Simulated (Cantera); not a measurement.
A diamond (100) surface in a fixed gas of H2 with x(CH4) = 0.0031, x(CH3) = 2.2e-05, at 1200 K, 3100 Pa; coverages are run to steady state.

Computed with Cantera and the Harris–Goodwin 1993 mechanism for the reconstructed diamond (100) surface.

θ: site fractions in the mechanism's names (c6HH fully hydrogenated, c6H* and c6*H radical sites, c6** diradical, c6HM methylated).

```
x(H)     growth (µm/h)  θ c6HH  θ c6H*  θ c6*H   θ c6**    θ c6HM
-------  -------------  ------  ------  ------  -------  --------
0.0001         0.00874   0.619  0.0272   0.348  0.00512       [?]
0.00021         0.0200   0.543  0.0324   0.414   0.0102       [?]
0.00043         0.0368   0.495  0.0354   0.453   0.0162       [?]
0.00089         0.0604   0.467  0.0370   0.474   0.0219  0.000221
0.0018          0.0937   0.452  0.0378   0.484   0.0259  0.000229
0.0038           0.150   0.444  0.0382   0.489   0.0286  0.000220
0.0079           0.236   0.440  0.0384   0.491   0.0300       [?]
0.016            0.349   0.438  0.0385   0.492   0.0307       [?]
0.034            0.480   0.438  0.0387   0.492   0.0311       [?]
```

Problem. Complete the blanks.

Solution. 
- 0.0001, θ c6HM: 0.000129
- 0.00021, θ c6HM: 0.000167
- 0.00043, θ c6HM: 0.000199
- 0.0079, θ c6HM: 0.000193
- 0.016, θ c6HM: 0.000153
- 0.034, θ c6HM: 0.000104
